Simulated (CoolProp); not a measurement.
Vapour-liquid equilibrium of R134a (1) + R142b (2) at 56.15 °C; x and y are mole fractions of (1).

Model: multi-fluid Helmholtz-energy mixture model, Tillner-Roth 1994 and Lemmon 2006; pair parameters Bell 2016, in CoolProp.

### Question
Give the bubble pressure and the first vapour's composition at x = 0.05, 0.65, 0.95. Is there an azeotrope?

### Answer
x = 0.05: 8.411 bar, y = 0.090; x = 0.65: 13.09 bar, y = 0.743; x = 0.95: 15.03 bar, y = 0.963. No azeotrope shows between x = 0.05 and 0.95.

Pair parameters are fitted to limited data, so mixtures are less certain than the pure fluids.
